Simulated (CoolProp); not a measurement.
Saturated liquid density (kg/m³) of methane: the reference equation beside estimates from Tc = 190.6 K, pc = 4.599 MPa, ω = 0.011. Rackett uses Z = 0.29056 − 0.08775 ω.

The numbers come from the reference Helmholtz-energy equation of state, Setzmann 1991 in CoolProp.

| T (K) | reference | Rackett | van der Waals | Redlich-Kwong | Soave-Redlich-Kwong |
|---|---|---|---|---|---|
| 138 | (withheld) | 379.2 | (withheld) | 375.2 | 371.3 |
| 142.3 | 372.7 | 371.5 | 254.5 | 365.1 | (withheld) |
| 146.6 | 364.6 | 363.4 | 248.6 | 354.5 | 351.5 |
| 150.9 | 356.1 | (withheld) | 242.3 | 343.3 | 340.6 |
| 155.2 | 347.1 | 345.9 | 235.7 | 331.5 | 329.1 |
| 159.5 | 337.5 | 336.4 | 228.7 | 318.8 | 316.8 |
| 163.8 | 327.1 | 326.3 | 221.1 | 305.1 | 303.6 |
| 168.1 | (withheld) | (withheld) | 212.9 | 290.4 | 289.1 |
| 172.4 | 303.3 | 302.9 | 203.8 | (withheld) | 273.2 |
| 176.7 | 289.0 | 289.0 | 193.6 | 256.0 | 255.4 |

Problem. What belongs in the gaps?

Solution. 
- 138, reference: 380.4
- 138, van der Waals: 260.1
- 142.3, Soave-Redlich-Kwong: 361.6
- 150.9, Rackett: 354.9
- 168.1, reference: 315.9
- 168.1, Rackett: 315.2
- 172.4, Redlich-Kwong: 274.2

Absolute difference from the reference over all 10 rows, mean and median: Rackett 0.3 and 0.3 %, van der Waals 32.2 and 32.2 %, Redlich-Kwong 5.6 and 5.0 %, Soave-Redlich-Kwong 6.2 and 5.7 %.
